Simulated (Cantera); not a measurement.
An adiabatic, constant-volume homogeneous reactor starts with H₂ : O₂ : N₂ : NO = 1 : 0.333 : 1.25 : 0.0034 (molar parts), at 1575 K and 11300 Torr. Integrator tolerance rtol = 1e-08.

Model: GRI-Mech 3.0 (53 species, 325 reactions), integrated in Cantera. The hydrogen kinetics of GRI-Mech 3.0 are dated; newer H2 mechanisms differ, most at raised pressure. The pressure lies above the range GRI-Mech 3.0 was tuned for (to about 10 atm). Above 3000 K some thermodynamic fits are extrapolated.

**Question.** What does this change do: initial temperature 1575 to 1675 K?

**Answer.** 
```
quantity                                                            before                                    after
---------------------------------  ---------------------------------------  ---------------------------------------
time of steepest temperature rise                                 0.783 µs                                 0.564 µs
temperature at 1.00 s                                               3311 K                                   3342 K
equilibrium temperature                                             3311 K                                   3342 K
x(H₂) at 1.00 s                        0.148 (gas-phase equilibrium 0.148)      0.149 (gas-phase equilibrium 0.149)
x(O₂) at 1.00 s                    0.00146 (gas-phase equilibrium 0.00146)  0.00174 (gas-phase equilibrium 0.00174)
x(NO) at 1.00 s                    0.00464 (gas-phase equilibrium 0.00464)  0.00522 (gas-phase equilibrium 0.00522)
x(NO₂) at 1.00 s                   9.77e-7 (gas-phase equilibrium 9.77e-7)  1.15e-6 (gas-phase equilibrium 1.15e-6)
x(H₂O₂) at 1.00 s                  1.40e-6 (gas-phase equilibrium 1.40e-6)  1.52e-6 (gas-phase equilibrium 1.52e-6)
```

**Question.** What does this change do: initial temperature 1575 to 1400 K?

**Answer.** 
```tsv
quantity	before	after
time of steepest temperature rise	0.783 µs	1.89 µs
temperature at 1.00 s	3311 K	3251 K
equilibrium temperature	3311 K	3251 K
x(H₂) at 1.00 s	0.148 (gas-phase equilibrium 0.148)	0.147 (gas-phase equilibrium 0.147)
x(O₂) at 1.00 s	0.00146 (gas-phase equilibrium 0.00146)	0.00103 (gas-phase equilibrium 0.00103)
x(NO) at 1.00 s	0.00464 (gas-phase equilibrium 0.00464)	0.00368 (gas-phase equilibrium 0.00368)
x(NO₂) at 1.00 s	9.77e-7 (gas-phase equilibrium 9.77e-7)	7.03e-7 (gas-phase equilibrium 7.03e-7)
x(H₂O₂) at 1.00 s	1.40e-6 (gas-phase equilibrium 1.40e-6)	1.17e-6 (gas-phase equilibrium 1.17e-6)
```
